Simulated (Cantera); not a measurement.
What does this Cantera script print?

```python
import numpy as np
import cantera as ct

gas_names = [...]  # 140 gases of nasa_gas.yaml made of C, Fe, H, N, O
cond_names = """
    C(gr) C6H6(L) C7H8(L) C8H18(L),n-octa Fe(a) Fe(c) Fe(d) Fe(L) FeC5O5(L) FeO(s) FeO(L) Fe(OH)2(s)
    Fe(OH)3(s) Fe2O3(s) Fe3O4(s) H2O(s) H2O(L)
""".split()


# ... load() reads the species with a 1 bar reference pressure and builds the phases ...
atoms = {
    'Fe2O3': {'Fe': 2, 'O': 3},
    'CH4': {'C': 1, 'H': 4},
    'N2': {'N': 2},
}
top_T = {'C(gr)': 4500, 'Fe2O3(s)': 1830, 'Fe3O4(s)': 1870}  # K; cautious upper limits of use, not melting points


# ... equilibrate(T, P, feed) seeds the gas with the atoms and calls Mixture.equilibrate('TP', solver="vcs", rtol=1e-11, max_steps=5000) ...
results = []
T = 2523.15  # K
P = 2900  # Pa
for m in [0.51, 0.58, 0.66, 0.75, 0.85, 0.97, 1.1, 1.3, 1.4, 1.6, 1.9, 2.1, 2.4]:
    feed = {'Fe2O3': 1, 'CH4': m, 'N2': 3.3}  # mol
    mix = equilibrate(T, P, feed)
    results.append((T, P, feed, dict(zip(mix.species_names, mix.species_moles))))
    x = sorted(zip(gas.X, gas.species_names), reverse=True)
    print(f"T = {T:g} K  P = {P:g} Pa  n(CH4) = {m:g} mol  gas = {mix.phase_moles(0):.4g} mol")
    print("   x: " + "  ".join(f"{s} {v:.3e}" for v, s in x if v > 1e-05))
    print("   condensed (mol): " + ("  ".join(f"{mix.phase(i).name} {mix.phase_moles(i):.4g}"
          for i in range(1, mix.n_phases) if mix.phase_moles(i) > 1e-12) or "none"))
```

Result:

```
T = 2523.15 K  P = 2900 Pa  n(CH4) = 0.51 mol  gas = 6.46 mol
   x: N2 5.076e-01  Fe 1.532e-01  H2O 1.062e-01  CO 4.831e-02  FeO 3.252e-02  CO2 3.063e-02  H2 2.675e-02  H 2.671e-02  O2 2.402e-02  OH 2.257e-02  O 1.477e-02  NO 6.498e-03  Fe(OH)2 2.585e-04
   condensed (mol): FeO(L) 0.7987
T = 2523.15 K  P = 2900 Pa  n(CH4) = 0.58 mol  gas = 6.821 mol
   x: N2 4.809e-01  Fe 1.661e-01  H2O 1.133e-01  CO 5.365e-02  FeO 3.252e-02  CO2 3.138e-02  H2 3.093e-02  H 2.872e-02  OH 2.238e-02  O2 2.043e-02  O 1.362e-02  NO 5.833e-03  Fe(OH)2 2.756e-04
   condensed (mol): FeO(L) 0.6434
T = 2523.15 K  P = 2900 Pa  n(CH4) = 0.66 mol  gas = 7.248 mol
   x: N2 4.527e-01  Fe 1.800e-01  H2O 1.199e-01  CO 5.914e-02  H2 3.547e-02  FeO 3.252e-02  CO2 3.192e-02  H 3.076e-02  OH 2.212e-02  O2 1.741e-02  O 1.257e-02  NO 5.223e-03  Fe(OH)2 2.918e-04
   condensed (mol): FeO(L) 0.458
T = 2523.15 K  P = 2900 Pa  n(CH4) = 0.75 mol  gas = 7.741 mol
   x: N2 4.240e-01  Fe 1.943e-01  H2O 1.260e-01  CO 6.460e-02  H2 4.023e-02  H 3.276e-02  FeO 3.252e-02  CO2 3.229e-02  OH 2.182e-02  O2 1.493e-02  O 1.164e-02  NO 4.682e-03  Fe(OH)2 3.065e-04
   condensed (mol): FeO(L) 0.2421
T = 2523.15 K  P = 2900 Pa  n(CH4) = 0.85 mol  gas = 8.294 mol
   x: N2 3.958e-01  Fe 2.084e-01  H2O 1.314e-01  CO 6.998e-02  H2 4.516e-02  H 3.471e-02  CO2 3.250e-02  FeO 3.241e-02  OH 2.148e-02  O2 1.289e-02  O 1.082e-02  NO 4.203e-03  Fe(OH)2 3.186e-04
   condensed (mol): none
T = 2523.15 K  P = 2900 Pa  n(CH4) = 0.97 mol  gas = 8.614 mol
   x: N2 3.815e-01  Fe 2.072e-01  H2O 1.350e-01  CO 8.299e-02  H2 6.038e-02  H 4.013e-02  CO2 2.962e-02  FeO 2.476e-02  OH 1.909e-02  O 8.314e-03  O2 7.613e-03  NO 3.171e-03  Fe(OH)2 2.501e-04
   condensed (mol): none
T = 2523.15 K  P = 2900 Pa  n(CH4) = 1.1 mol  gas = 8.984 mol
   x: N2 3.662e-01  Fe 2.042e-01  H2O 1.336e-01  CO 9.663e-02  H2 7.985e-02  H 4.615e-02  CO2 2.581e-02  FeO 1.826e-02  OH 1.642e-02  O 6.220e-03  O2 4.262e-03  NO 2.325e-03  Fe(OH)2 1.824e-04
   condensed (mol): none
T = 2523.15 K  P = 2900 Pa  n(CH4) = 1.3 mol  gas = 9.587 mol
   x: N2 3.435e-01  Fe 1.970e-01  H2O 1.237e-01  CO 1.155e-01  H2 1.135e-01  H 5.503e-02  CO2 2.009e-02  OH 1.275e-02  FeO 1.147e-02  O 4.050e-03  O2 1.807e-03  NO 1.466e-03  Fe(OH)2 1.061e-04
   condensed (mol): none
T = 2523.15 K  P = 2900 Pa  n(CH4) = 1.4 mol  gas = 9.898 mol
   x: N2 3.328e-01  Fe 1.928e-01  H2 1.310e-01  CO 1.238e-01  H2O 1.166e-01  H 5.912e-02  CO2 1.760e-02  OH 1.119e-02  FeO 9.173e-03  O 3.310e-03  O2 1.207e-03  NO 1.179e-03  Fe(OH)2 8.005e-05
   condensed (mol): none
T = 2523.15 K  P = 2900 Pa  n(CH4) = 1.6 mol  gas = 10.53 mol
   x: N2 3.130e-01  Fe 1.839e-01  H2 1.657e-01  CO 1.385e-01  H2O 1.007e-01  H 6.647e-02  CO2 1.344e-02  OH 8.597e-03  FeO 5.977e-03  O 2.260e-03  NO 7.810e-04  O2 5.628e-04  Fe(OH)2 4.503e-05
   condensed (mol): none
T = 2523.15 K  P = 2900 Pa  n(CH4) = 1.9 mol  gas = 11.49 mol
   x: N2 2.871e-01  H2 2.143e-01  Fe 1.709e-01  CO 1.566e-01  H2O 7.583e-02  H 7.561e-02  CO2 8.845e-03  OH 5.691e-03  FeO 3.232e-03  O 1.316e-03  NO 4.353e-04  O2 1.907e-04  Fe(OH)2 1.833e-05
   condensed (mol): none
T = 2523.15 K  P = 2900 Pa  n(CH4) = 2.1 mol  gas = 12.13 mol
   x: N2 2.719e-01  H2 2.439e-01  CO 1.666e-01  Fe 1.628e-01  H 8.066e-02  H2O 5.991e-02  CO2 6.534e-03  OH 4.215e-03  FeO 2.137e-03  O 9.133e-04  NO 2.941e-04  O2 9.188e-05
   condensed (mol): none
T = 2523.15 K  P = 2900 Pa  n(CH4) = 2.4 mol  gas = 13.09 mol
   x: H2 2.841e-01  N2 2.520e-01  CO 1.795e-01  Fe 1.517e-01  H 8.704e-02  H2O 3.777e-02  CO2 3.810e-03  OH 2.462e-03  FeO 1.078e-03  O 4.944e-04  NO 1.533e-04  O2 2.692e-05
   condensed (mol): none
```

These are equilibrium values from Cantera (NASA tables, ideal gas, pure condensed phases), not measurements of a reactor. The tables' stoichiometric FeO is somewhat more stable than real wüstite, so its field is too wide. FeO: taken at fixed stoichiometry.
